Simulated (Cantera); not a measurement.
## Adiabatic ignition

An adiabatic, constant-pressure homogeneous reactor starts with CH3OH : O2 : N2 : H2O = 1 : 2.34 : 8.81 : 0.33 (molar parts), at 1348 K and 1000000 Pa.

Cantera simulation using GRI-Mech 3.0 (53 species, 325 reactions); the numbers are that mechanism's predictions, not measurements. GRI-Mech 3.0 was tuned for natural gas; its chemistry of methanol as a main component is partial and can be far from experiment.

```csv
t (s),T (K),x CH3OH,x O2,x H2O,x CH2O,x NO
3.00e-6,1348,0.0801,0.187,0.0264,4.15e-6,<1e-12
7.00e-6,1348,0.0801,0.187,0.0264,1.08e-5,<1e-12
1.63e-5,1348,0.0801,0.187,0.0265,2.94e-5,<1e-12
3.82e-5,1348,0.0800,0.187,0.0265,0.000101,<1e-12
8.91e-5,1349,0.0793,0.187,0.0269,0.000713,<1e-12
0.000208,2544,<1e-12,0.0643,0.172,2.77e-11,0.000137
0.000486,2543,<1e-12,0.0637,0.172,2.67e-11,0.00119
0.00113,2540,<1e-12,0.0627,0.172,2.62e-11,0.00336
0.00265,2534,<1e-12,0.0609,0.172,2.55e-11,0.00698
0.00618,2528,<1e-12,0.0592,0.173,2.48e-11,0.0105
0.0144,2526,<1e-12,0.0586,0.173,2.46e-11,0.0117
0.0337,2526,<1e-12,0.0586,0.173,2.46e-11,0.0117
0.0786,2526,<1e-12,0.0586,0.173,2.46e-11,0.0117
0.183,2526,<1e-12,0.0586,0.173,2.46e-11,0.0117
0.428,2526,<1e-12,0.0586,0.173,2.46e-11,0.0117
1.00,2526,<1e-12,0.0586,0.173,2.46e-11,0.0117
```
x: mole fraction; the columns are a selection and need not sum to one.

| Property | Result |
|---|---|
| time of steepest temperature rise | 0.179 ms |
| temperature at 1.00 s | 2526 K |
| equilibrium temperature | 2526 K |
| x(CH3OH) at 1.00 s | <1e-12 (gas-phase equilibrium <1e-12) |
| x(O2) at 1.00 s | 0.0586 (gas-phase equilibrium 0.0586) |
| x(H2O) at 1.00 s | 0.173 (gas-phase equilibrium 0.173) |
